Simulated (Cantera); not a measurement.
A perfectly stirred reactor is fed with CH₄ : CO₂ : H₂ = 1 : 1.7 : 0.064 (molar parts), at 11000 Pa; it is held at 1925 K, and followed from long to short residence time.

Model: GRI-Mech 3.0 (53 species, 325 reactions), integrated in Cantera.

x: mole fraction; the columns are a selection and need not sum to one.

| τ (s) | x CH₄ | x CO₂ | x H₂ | x C₂H₂ | x CH₂O |
|---|---|---|---|---|---|
| 11 | 0.000781 | 0.0408 | 0.324 | 0.000273 | 3.36e-7 |
| 2.3 | 0.00269 | 0.0442 | 0.315 | 0.00302 | 1.21e-6 |
| 0.50 | (withheld) | (withheld) | (withheld) | (withheld) | (withheld) |
| 0.11 | (withheld) | (withheld) | (withheld) | (withheld) | (withheld) |
| 0.023 | 0.0400 | 0.202 | 0.182 | 0.0826 | 5.27e-5 |
| 0.0050 | 0.110 | 0.378 | 0.186 | 0.0772 | 0.000114 |
| 0.0011 | 0.230 | 0.535 | 0.132 | 0.0335 | 0.000187 |

Q: Complete the blanks.

A: 
- 0.50, x CH₄: 0.00692
- 0.50, x CO₂: 0.0584
- 0.50, x H₂: 0.286
- 0.50, x C₂H₂: 0.0163
- 0.50, x CH₂O: 4.09e-6
- 0.11, x CH₄: 0.0156
- 0.11, x CO₂: 0.0997
- 0.11, x H₂: 0.229
- 0.11, x C₂H₂: 0.0474
- 0.11, x CH₂O: 1.52e-5
